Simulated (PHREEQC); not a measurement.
Consider water at 25 °C with 0.0017 mol HF and 0.046 mol (CH3)4NF per kg of water. Closed to the air; pH follows from the charge balance.

Computed with PHREEQC (ion-association model, phreeqc.dat).

Each row changes one thing in this solution. Precipitation was switched off in this run.

```json
[
 {"case": "as made", "pH": "4.59", "ionic strength (mol/kgw)": "0.0460", "F- (mol/kgw)": "0.0458", "HF (mol/kgw)": "0.00142", "HF2- (mol/kgw)": "0.000249"},
 {"case": "temperature from 25 to 70 °C", "pH": "4.97", "ionic strength (mol/kgw)": "0.0460", "F- (mol/kgw)": "0.0457", "HF (mol/kgw)": "[?]", "HF2- (mol/kgw)": "0.000281"},
 {"case": "HF from 0.0017 to 0.0085 mol/kgw", "pH": "[?]", "ionic strength (mol/kgw)": "0.0461", "F- (mol/kgw)": "0.0449", "HF (mol/kgw)": "0.00712", "HF2- (mol/kgw)": "[?]"},
 {"case": "(CH3)4NF from 0.046 to 0.069 mol/kgw", "pH": "4.78", "ionic strength (mol/kgw)": "0.0690", "F- (mol/kgw)": "0.0687", "HF (mol/kgw)": "0.00133", "HF2- (mol/kgw)": "0.000350"},
 {"case": "HF left out", "pH": "7.87", "ionic strength (mol/kgw)": "0.0460", "F- (mol/kgw)": "0.0460", "HF (mol/kgw)": "7.59e-7", "HF2- (mol/kgw)": "1.34e-7"}
]
```

Question: What belongs in the gaps?

Answer: 
- temperature from 25 to 70 °C, HF (mol/kgw): 0.00141
- HF from 0.0017 to 0.0085 mol/kgw, pH: 3.88
- HF from 0.0017 to 0.0085 mol/kgw, HF2- (mol/kgw): 0.00123

(CH3)4N+ isn't in the database: it is added as a free cation with an ion size of 4 Å. At this temperature some constants are extrapolated from 25 °C, and those without enthalpy data are left unchanged.
